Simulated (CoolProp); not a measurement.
Vapour-liquid equilibrium of methane (1) + ethylene (2) at 71.1 kPa; x and y are mole fractions of (1).

The numbers come from the multi-fluid Helmholtz-energy mixture model, Setzmann 1991 and Smukala 2000; pair parameters Bell 2016 in CoolProp.

| x | bubble temperature (°C) | y at the bubble point | dew temperature at overall composition x (°C) | liquid density (mol/L) |
|---|---|---|---|---|
| 0.05 | -129.5 | 0.776 | -110.4 | 21.64 |
| 0.125 | -144.2 | 0.949 | -111.6 | 22.58 |
| 0.2 | -151.0 | 0.979 | -113.0 | 23.17 |
| 0.275 | -154.9 | 0.988 | -114.4 | 23.62 |
| 0.35 | -157.4 | 0.992 | -116.0 | 24.00 |
| 0.425 | -159.1 | 0.994 | -117.7 | 24.35 |
| 0.5 | -160.3 | 0.995 | -119.6 | 24.68 |
| 0.575 | ___ | 0.996 | -121.7 | 25.00 |
| 0.65 | -162.1 | 0.997 | -124.2 | 25.31 |
| 0.725 | -162.8 | 0.998 | -127.1 | 25.61 |
| 0.8 | -163.6 | 0.998 | ___ | 25.91 |
| 0.875 | -164.3 | 0.999 | -135.8 | 26.20 |
| 0.95 | -165.1 | 1.000 | -144.3 | ___ |

Question: Complete the blanks.

Answer: 
- 0.575, bubble temperature (°C): -161.3
- 0.8, dew temperature at overall composition x (°C): -130.8
- 0.95, liquid density (mol/L): 26.50

No azeotrope shows between x = 0.05 and 0.95.

The pair parameters rest on a limited set of measurements; away from them the model extrapolates. With so large a gap from Raoult's law the liquid may split in two, which this calculation doesn't test in full.
